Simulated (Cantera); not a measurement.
**Equilibrium for oxide etching and cleaning by halides: B₂O₃ + NF₃ + O₂**

A closed system holds: 1 mol B₂O₃, a varied amount of NF₃, 13 mol O₂, equilibrated at 1623 K and 8.50e-5 bar.

These are equilibrium values from Cantera (NASA tables, ideal gas, pure condensed phases), not measurements of a reactor. Candidate condensed phases: B, BN, B₂O₃; 31 gas species. Equilibrium is a limit: real reactors are often held back by kinetics, nucleation or transport.

From 1.1 mol NF₃ to 4.6 mol NF₃ nothing is condensed. The main B-bearing gas is BOF at 1.1 mol NF₃ and BF₃ at 4.6 mol NF₃.

| n(NF₃) (mol) | x O₂ | x F | x BF₃ | x N₂ | x BOF |
|---|---|---|---|---|---|
| 1.1 | 0.841 | 0.000737 | 0.0393 | 0.0331 | 0.0827 |
| 1.4 | 0.836 | 0.00117 | 0.0650 | 0.0412 | 0.0542 |
| 1.8 | 0.827 | 0.00244 | 0.0970 | 0.0515 | 0.0185 |
| 2.1 | 0.809 | 0.0176 | 0.111 | 0.0582 | 0.000404 |
| 2.5 | 0.751 | 0.0779 | 0.104 | 0.0643 | 1.85e-5 |
| 2.8 | 0.712 | 0.118 | 0.0984 | 0.0683 | 7.43e-6 |
| 3.2 | 0.666 | 0.166 | 0.0921 | 0.0731 | 3.41e-6 |
| 3.6 | 0.626 | 0.208 | 0.0865 | 0.0773 | 1.98e-6 |
| 3.9 | 0.599 | 0.236 | 0.0827 | 0.0801 | 1.44e-6 |
| 4.3 | 0.566 | 0.270 | 0.0782 | 0.0835 | 1.01e-6 |
| 4.6 | 0.543 | 0.293 | 0.0751 | 0.0858 | 8.05e-7 |
x: gas mole fraction; nothing condenses.
